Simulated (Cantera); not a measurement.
NO annealing gas

An isothermal, constant-pressure homogeneous reactor starts with NO : N2 = 1 : 3.8 (molar parts), at 2050 K and 0.109 atm.

Model: GRI-Mech 3.0 (53 species, 325 reactions), integrated in Cantera.

```tsv
t (s)	x NO	x NO2	x O	x N2O	x O2
0.000800	0.208	3.04e-7	6.87e-6	5.46e-6	1.19e-7
0.00246	0.208	1.59e-6	2.45e-5	1.27e-5	1.33e-6
0.00759	0.208	6.10e-6	8.64e-5	1.95e-5	1.74e-5
0.0234	0.208	1.27e-5	0.000188	1.98e-5	0.000188
0.0721	0.206	1.49e-5	0.000222	1.92e-5	0.000984
0.222	0.201	1.83e-5	0.000269	1.80e-5	0.00362
0.684	0.183	2.53e-5	0.000386	1.44e-5	0.0126
2.11	0.126	2.95e-5	0.000622	6.41e-6	0.0410
6.49	0.0340	1.15e-5	0.000873	5.38e-7	0.0867
20.0	0.00713	2.59e-6	0.000934	1.31e-7	0.100
```
x: mole fraction; the columns are a selection and need not sum to one.

Equilibrium at this temperature and pressure: NO 0.00647, NO2 2.35e-6, O 0.000935, N2O 1.28e-7, O2 0.100 (gas phase only).
